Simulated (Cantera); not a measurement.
Charge: 1 mol MgCO₃, 0.12 mol C, 7.6 mol CO₂, equilibrated at 0.000110 bar.

Method: chemical equilibrium by Gibbs-energy minimisation in Cantera with the NASA 1993 tables (ideal gas, pure condensed phases). Candidate condensed phases: C, Mg, MgCO₃, MgO; 15 gas species. The numbers say what is thermodynamically allowed, not how fast it happens. All values below are at 952 °C.

Base state: CO₂ 0.972, CO 0.0275 (mole fractions); condensed: MgO(s).

Question: What changes in the equilibrium state with this change: C from 0.12 to 0.023 mol?

Answer: 
| species | before | after |
|---|---|---|
| CO₂ | 0.972 | 0.995 |
| CO | 0.0275 | 0.00534 |
| MgO(s), mol | 1.00 | 1.00 |
